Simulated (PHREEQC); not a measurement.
Solution (65 °C): 0.013 mol/kgw HF, 0.0075 mol/kgw H2SiF6 and 0.32 mol/kgw HCl. Closed to the air; pH follows from the charge balance.

Equilibrium calculation in PHREEQC: ion-association model, phreeqc.dat.

Each row changes one thing in this solution. This is a speciation only: nothing precipitates in the calculation.

| case | pH | HF (mol/kgw) | F- (mol/kgw) | HF2- (mol/kgw) |
|---|---|---|---|---|
| as made | 0.60 | 0.0267 | 5.44e-5 | 6.24e-6 |
| HCl replaced by NH4Cl at the same molality | 1.94 | 0.0141 | 0.000633 | 3.83e-5 |
| H2SiF6 from 0.0075 to 0.00675 mol/kgw | 0.60 | 0.0262 | 5.36e-5 | 6.04e-6 |
| HCl from 0.32 to 0.48 mol/kgw | 0.43 | 0.0277 | 4.24e-5 | 4.96e-6 |
| H2SiF6 left out | 0.61 | 0.0130 | 2.70e-5 | 1.51e-6 |

Some of these states are supersaturated (in Quartz (slow to form), Chalcedony (slow to form), for instance). Away from 25 °C the constants follow the database's enthalpies or fits; those with neither stay at their 25 °C values. SiF6-2 is the database's only silicon fluoride.
